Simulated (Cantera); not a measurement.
A diamond (100) surface in a fixed gas of H2 with x(CH4) = 0.002, x(H) = 0.011, x(CH3) = 5.2e-05, 0.0300 bar; coverages are run to steady state.

Cantera simulation using the Harris–Goodwin 1993 mechanism for the reconstructed diamond (100) surface; the numbers are that mechanism's predictions, not measurements.

θ: site fractions in the mechanism's names (c6HH fully hydrogenated, c6H* and c6*H radical sites, c6** diradical, c6HM methylated).

```json
[
 {"T (K)": "950", "growth (µm/h)": "?", "θ c6HH": "0.641", "θ c6H*": "0.0141", "θ c6*H": "0.334", "θ c6**": "0.00669", "θ c6HM": "0.00316"},
 {"T (K)": "1025", "growth (µm/h)": "?", "θ c6HH": "0.573", "θ c6H*": "0.0206", "θ c6*H": "0.392", "θ c6**": "0.0116", "θ c6HM": "0.00221"},
 {"T (K)": "1100", "growth (µm/h)": "?", "θ c6HH": "0.511", "θ c6H*": "0.0279", "θ c6*H": "0.441", "θ c6**": "0.0183", "θ c6HM": "0.00136"},
 {"T (K)": "1175", "growth (µm/h)": "?", "θ c6HH": "0.456", "θ c6H*": "0.0358", "θ c6*H": "0.480", "θ c6**": "0.0270", "θ c6HM": "0.000588"},
 {"T (K)": "1250", "growth (µm/h)": "?", "θ c6HH": "0.408", "θ c6H*": "0.0439", "θ c6*H": "0.510", "θ c6**": "0.0375", "θ c6HM": "0.000176"},
 {"T (K)": "1325", "growth (µm/h)": "0.365", "θ c6HH": "0.367", "θ c6H*": "0.0519", "θ c6*H": "0.532", "θ c6**": "0.0496", "θ c6HM": "4.58e-5"},
 {"T (K)": "1400", "growth (µm/h)": "0.354", "θ c6HH": "0.332", "θ c6H*": "0.0597", "θ c6*H": "0.546", "θ c6**": "0.0627", "θ c6HM": "1.16e-5"}
]
```

What belongs in the gaps?


- 950, growth (µm/h): 0.642
- 1025, growth (µm/h): 0.877
- 1100, growth (µm/h): 0.975
- 1175, growth (µm/h): 0.752
- 1250, growth (µm/h): 0.466
